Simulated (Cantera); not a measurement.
A closed system holds: 1 mol PbO, a varied amount of CO, at 1600 °C and 15.0 Pa.

Method: chemical equilibrium by Gibbs-energy minimisation in Cantera with the NASA 1993 tables (ideal gas, pure condensed phases). Candidate condensed phases: C, Pb, PbO, PbO₂, Pb₃O₄; 15 gas species. The numbers say what is thermodynamically allowed, not how fast it happens.

At 1 mol CO, list the 6 most abundant gas species with their mole fractions, and the condensed phases.

Pb 0.460, CO₂ 0.401, CO 0.0836, O₂ 0.0278, PbO 0.0249, O 0.00322. Condensed: gas only.
